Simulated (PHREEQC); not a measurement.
Dissolve 0.065 mol/kgw HCl and 0.29 mol/kgw MnSO4 at 25 °C. Closed to the air; pH follows from the charge balance.

All values are PHREEQC results (ion-association model, wateq4f.dat), not measurements.

This is a speciation only: nothing precipitates in the calculation.

### Question
Estimate the pH, activity of water.

### Answer
pH 1.85; activity of water 0.991.

### Question
In which forms is Cl present?

### Answer
Cl- 87 %, MnCl+ 12 % of the Cl.
